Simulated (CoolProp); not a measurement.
R22 along the isotherm 166.75 °C: fugacity coefficient from the reference equation and from simpler models built on Tc = 96.1 °C, pc = 4.990 MPa, ω = 0.221; each cubic takes its own stable root.

Computed with CoolProp (reference Helmholtz-energy equation of state, Kamei 1995).

| p (MPa) | phase | reference |
|---|---|---|
| 2.08 | gas | 0.9239 |
| 4.16 | gas | 0.8506 |
| 6.24 | supercritical | 0.7805 |
| 8.32 | supercritical | 0.7147 |
| 10.4 | supercritical | 0.6549 |
| 12.5 | supercritical | 0.6033 |
| 14.6 | supercritical | 0.5615 |
| 16.6 | supercritical | 0.5299 |
| 18.7 | supercritical | 0.5034 |
| 20.8 | supercritical | 0.4825 |
| 22.9 | supercritical | 0.4658 |
| 25 | supercritical | 0.4525 |

Question: How far does each simpler model (van der Waals, Redlich-Kwong, Soave-Redlich-Kwong, Peng-Robinson) lie from the reference over these 12 states: mean and median of the absolute difference, and the worst?

Answer: 
- van der Waals: mean 2.5 %, median 2.1 %, worst -5.0 % at 166.75 °C and 12.5 MPa
- Redlich-Kwong: mean 1.9 %, median 1.9 %, worst -3.0 % at 166.75 °C and 10.4 MPa
- Soave-Redlich-Kwong: mean 4.5 %, median 4.5 %, worst +9.6 % at 166.75 °C and 25 MPa
- Peng-Robinson: mean 1.6 %, median 1.5 %, worst -2.8 % at 166.75 °C and 8.32 MPa
